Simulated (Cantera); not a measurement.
Feed: 1 mol TiCl4, 6.7 mol H2O, 210 mol H2, at 1800 °C and 6.45 Torr.

Cantera equilibrium calculation (NASA polynomials, part measured and part estimated; ideal gas, pure solids and liquids). Candidate condensed phases: H2O, Ti, TiCl2, TiCl3, TiCl4, TiO, TiO2, Ti2O3, Ti3O5, Ti4O7; 23 gas species. Rates play no part.

Question: What is the equilibrium state?

Answer: 
```
Property                                Result
-----------------------------------  ---------
x(H2)                                    0.932
x(H)                                    0.0274
x(H2O)                                  0.0226
x(HCl)                                  0.0176
x(Cl)                                 0.000383
x(OH)                                  7.57e-5
x(TiO2)                                3.71e-5
x(TiO)                                 2.60e-5
x(O)                                   1.60e-6
n(Ti3O5(l))                          0.329 mol
gas amount                           221.8 mol
log10 activity of Ti4O7(l) (absent)      -0.01
log10 activity of Ti2O3(s) (absent)      -0.28
log10 activity of Ti(l) (absent)         -4.96
```
